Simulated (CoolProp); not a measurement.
Vapour-liquid equilibrium of carbonyl sulfide (1) + propane (2) at 55.5 kPa; x and y are mole fractions of (1).

The numbers come from the multi-fluid Helmholtz-energy mixture model, Lemmon 2006 and Lemmon 2009; pair parameters Bell 2016 in CoolProp.

Question: Give the bubble temperature and the first vapour's composition at x = 0.275, 0.65, 0.875. Is there an azeotrope?

Answer: x = 0.275: 215.3 K, y = 0.361; x = 0.65: 212.8 K, y = 0.718; x = 0.875: 211.5 K, y = 0.907. No azeotrope shows between x = 0.05 and 0.95.

Pair parameters are fitted to limited data, so mixtures are less certain than the pure fluids.
